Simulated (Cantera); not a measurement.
A closed system holds: 1 mol Si, 0.25 mol CO₂, 500 mol H₂, 1.2 mol N₂O, equilibrated at 1200 °C and 0.150 Pa.

Equilibrium computed with Cantera from the NASA thermochemical tables; the gas is ideal and each condensed phase is pure. Candidate condensed phases: C, C₆H₆, C₇H₈, C₈H₁₈, H₂O, Si, SiC, SiO₂, Si₂N₂O, Si₃N₄; 151 gas species. Equilibrium is a limit: real reactors are often held back by kinetics, nucleation or transport.

Base state: H₂ 0.984, H 0.0102, N₂ 0.00238, SiO 0.00198, H₂O 0.000891, CO 0.000495 (mole fractions); condensed: gas only.

Problem. What changes in the equilibrium state with this change: pressure from 0.150 Pa to 6.00 mbar?

Solution. 
| species | before | after |
|---|---|---|
| H₂ | 0.984 | 0.996 |
| N₂ | 0.00238 | 0.00239 |
| SiO | 0.00198 | 0.00120 |
| H | 0.0102 | 0.000163 |
| H₂O | 0.000891 | 0.000107 |
| CO | 0.000495 | 0.000498 |
| SiO₂(β-quartz), mol | 0 | 0.396 |
The tables hold silica as quartz up to 1696 K and as liquid above; real silica turns to tridymite and cristobalite and melts near 1996 K.

Problem. What changes in the equilibrium state with this change: temperature from 1200 °C to 1827 °C?

Solution. 
```json
[
 {"species": "H", "before": "0.0102", "after": "0.878"},
 {"species": "H₂", "before": "0.984", "after": "0.119"},
 {"species": "N₂", "before": "0.00238", "after": "0.00134"},
 {"species": "SiO", "before": "0.00198", "after": "0.00112"},
 {"species": "O", "before": "2.21e-9", "after": "0.000357"},
 {"species": "OH", "before": "2.41e-7", "after": "6.78e-5"},
 {"species": "H₂O", "before": "0.000891", "after": "7.73e-5"}
]
```
